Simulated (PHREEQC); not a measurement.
A column of 0.5 m (40 cells, dispersivity 0.025 m, 3600 s a shift, diffusion coefficient 3e-10 m²/s) holds 0.041 eq of the database's cation exchanger X per kg of pore water, first in equilibrium with 0.016 mol/kgw KCl and 1e-05 mol/kgw HCl. It is flushed with 27 mmol/kgw LiCl, 3 mmol/kgw ZnSO4 and 0.01 mmol/kgw HCl, at 15 °C. Values are for the last cell. The system is closed to CO2. Precipitation was switched off in this run.

The series has 34 steps of pore volumes, from 0 to 4.963.

Model: ion-association model, phreeqc.dat, run in PHREEQC.

Question: After how many pore volumes does Li at the outlet first reach half of its feed value?

Answer: By 1.4 pore volumes.

Question: After how many pore volumes does S at the outlet first reach half of its feed value?

Answer: By 1.1 pore volumes.
